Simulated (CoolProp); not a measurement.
A single-stage vapour-compression cycle with the fluoroketone C6F12O (FK-5-1-12): evaporating at 303.15 K (dew point), condensing at 362.15 K (bubble point), superheat 0 K, subcooling 0 K, compressor efficiency 0.6, no pressure losses. Each further row changes one setting.

The numbers come from the reference Helmholtz-energy equation of state, McLinden 2015 in CoolProp.

```csv
case,cooling COP,pressure ratio,discharge temperature (K),refrigerating effect (kJ/kg),volumetric capacity (kJ/m³)
as stated,1.29,6.81,362.1,26.4,171
evaporating temperature 308.15 K,1.62,5.59,362.1,30.6,239
condensing temperature 357.15 K,1.65,5.96,357.1,32.3,209
subcooling 5 K,1.57,6.81,362.1,32.3,209
superheat 10 K,1.52,6.81,362.1,35.2,220
compressor efficiency 0.5,1.07,6.81,362.1,26.4,171
```

The compression ends wet for: as stated; evaporating temperature 308.15 K; condensing temperature 357.15 K; subcooling 5 K; superheat 10 K; compressor efficiency 0.5.
